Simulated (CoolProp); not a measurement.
Vapour pressure (bar) of dimethyl carbonate: the reference equation beside estimates from Tc = 283.9 °C, pc = 49.09 bar, ω = 0.346. Clausius-Clapeyron is anchored at 141.05 °C with a constant enthalpy of vaporisation of 30.39 kJ/mol.

Model: reference Helmholtz-energy equation of state, Zhou 2011, in CoolProp.

| T (°C) | reference | Clausius-Clapeyron | Soave-Redlich-Kwong |
|---|---|---|---|
| 21.95 | 0.06201 | 0.1157 | 0.05816 |
| 51.75 | 0.2504 | 0.3604 | 0.2400 |
| 81.45 | 0.7628 | 0.9247 | 0.7463 |
| 111.25 | 1.903 | 2.056 | 1.896 |
| 141.05 | 4.075 | 4.075 | ? |
| 170.85 | ? | ? | 7.974 |
| 200.65 | 13.62 | 12.37 | 14.07 |
| 230.45 | 22.33 | 19.52 | ? |
| 260.25 | 34.95 | 29.28 | 35.84 |

Task: Fill in the missing entries.

Result: 
- 141.05, Soave-Redlich-Kwong: 4.125
- 170.85, reference: 7.781
- 170.85, Clausius-Clapeyron: 7.369
- 230.45, Soave-Redlich-Kwong: 23.11

Absolute difference from the reference over all 9 rows, mean and median: Clausius-Clapeyron 22.6 and 12.6 %, Soave-Redlich-Kwong 2.9 and 2.5 %.
